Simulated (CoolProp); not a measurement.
Vapour pressure (MPa) of propane: the reference equation beside estimates from Tc = 369.9 K, pc = 4.251 MPa, ω = 0.152. Clausius-Clapeyron is anchored at 229.8 K with a constant enthalpy of vaporisation of 18.82 kJ/mol.

Computed with CoolProp (reference Helmholtz-energy equation of state, Lemmon 2009).

```json
[
 {"T (K)": "183.9", "reference": "0.006818", "Lee-Kesler": "0.006530", "Clausius-Clapeyron": "0.008203", "van der Waals": "0.1137"},
 {"T (K)": "195.4", "reference": "0.01512", "Lee-Kesler": "0.01458", "Clausius-Clapeyron": "0.01693", "van der Waals": "0.1699"},
 {"T (K)": "206.8", "reference": "0.03015", "Lee-Kesler": "0.02930", "Clausius-Clapeyron": "0.03206", "van der Waals": "0.2426"},
 {"T (K)": "218.3", "reference": "0.05567", "Lee-Kesler": "0.05454", "Clausius-Clapeyron": "0.05708", "van der Waals": "0.3355"},
 {"T (K)": "229.8", "reference": "0.09592", "Lee-Kesler": "0.09468", "Clausius-Clapeyron": "0.09592", "van der Waals": "0.4502"},
 {"T (K)": "241.3", "reference": "0.1560", "Lee-Kesler": "0.1549", "Clausius-Clapeyron": "0.1534", "van der Waals": "?"},
 {"T (K)": "252.8", "reference": "0.2415", "Lee-Kesler": "0.2410", "Clausius-Clapeyron": "0.2351", "van der Waals": "0.7534"},
 {"T (K)": "264.3", "reference": "0.3586", "Lee-Kesler": "0.3591", "Clausius-Clapeyron": "0.3471", "van der Waals": "0.9456"},
 {"T (K)": "275.8", "reference": "0.5140", "Lee-Kesler": "?", "Clausius-Clapeyron": "0.4960", "van der Waals": "1.167"},
 {"T (K)": "287.3", "reference": "0.7147", "Lee-Kesler": "0.7176", "Clausius-Clapeyron": "0.6890", "van der Waals": "1.420"},
 {"T (K)": "298.8", "reference": "?", "Lee-Kesler": "0.9717", "Clausius-Clapeyron": "0.9331", "van der Waals": "1.704"}
]
```

Some entries are withheld; supply them.


- 241.3, van der Waals: 0.5889
- 275.8, Lee-Kesler: 0.5158
- 298.8, reference: 0.9679

Absolute difference from the reference over all 11 rows, mean and median: Lee-Kesler 1.5 and 0.7 %, Clausius-Clapeyron 5.4 and 3.5 %, van der Waals 465.7 and 277.5 %.
